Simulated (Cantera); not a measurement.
Feed: 1 mol PbO, 6.9 mol CO, 1 mol N₂, 3 mol H₂, held at 723.15 K and 0.100 bar.

These are equilibrium values from Cantera (NASA tables, ideal gas, pure condensed phases), not measurements of a reactor. Candidate condensed phases: C, C₆H₆, C₇H₈, C₈H₁₈, H₂O, Pb, PbO, PbO₂, Pb₃O₄; 139 gas species. Equilibrium is a limit: real reactors are often held back by kinetics, nucleation or transport.

Base state: CO₂ 0.418, H₂O 0.193, H₂ 0.183, N₂ 0.137, CO 0.0518, CH₄ 0.0177, NH₃ 2.02e-5 (mole fractions); condensed: C(graphite) + Pb(l).

Problem. What changes in the equilibrium state with this change: temperature from 723.15 K to 1250 K?

Solution. 
```tsv
species	before	after
CO	0.0518	0.570
H₂	0.183	0.236
N₂	0.137	0.0905
CO₂	0.418	0.0549
H₂O	0.193	0.0356
Pb	3.12e-8	0.0134
CH₄	0.0177	3.48e-7
NH₃	2.02e-5	5.27e-7
C(graphite), mol	3.33	0
Pb(l), mol	1.00	0.852
```

Problem. What changes in the equilibrium state with this change: temperature from 723.15 K to 1048.15 K?

Solution. 
```csv
species,before,after
CO,0.0518,0.566
H₂,0.183,0.250
N₂,0.137,0.0917
CO₂,0.418,0.0668
H₂O,0.193,0.0249
CH₄,0.0177,3.87e-5
Pb,3.12e-8,0.000448
NH₃,2.02e-5,1.63e-6
"C(graphite), mol",3.33,0
"Pb(l), mol",1.00,0.995
```

Problem. What changes in the equilibrium state with this change: CO from 6.9 to 2.4 mol?

Solution. 
```csv
species,before,after
H₂,0.183,0.290
H₂O,0.193,0.218
CO₂,0.418,0.211
N₂,0.137,0.199
CH₄,0.0177,0.0448
CO,0.0518,0.0368
NH₃,2.02e-5,4.89e-5
"C(graphite), mol",3.33,0.929
"Pb(l), mol",1.00,1.00
```
